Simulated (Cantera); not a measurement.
An adiabatic, constant-pressure homogeneous reactor starts with CH4 : CO : O2 : N2 = 1 : 1.3 : 2.41 : 9.06 (molar parts), equivalence ratio 1.1, at 1300 K and 10.0 bar.

Detailed kinetics in Cantera: GRI-Mech 3.0 (53 species, 325 reactions).

Question: Predict: time of steepest temperature rise; temperature at 0.100 s; equilibrium temperature; x(CO) at 0.100 s; x(O2) at 0.100 s; x(HCO) at 0.100 s; x(NO2) at 0.100 s; x(NO) at 0.100 s.

Answer: 
```json
{
  "time_of_steepest_temperature_rise": "2.39 ms",
  "temperature at 0.100 s": "2835 K",
  "equilibrium_temperature": "2835 K",
  "x(CO) at 0.100 s": "0.0595 (gas-phase equilibrium 0.0595)",
  "x(O2) at 0.100 s": "0.0103 (gas-phase equilibrium 0.0103)",
  "x(HCO) at 0.100 s": "1.61e-7 (gas-phase equilibrium 1.61e-7)",
  "x(NO2) at 0.100 s": "3.60e-6 (gas-phase equilibrium 3.60e-6)",
  "x(NO) at 0.100 s": "0.00785 (gas-phase equilibrium 0.00785)"
}
```
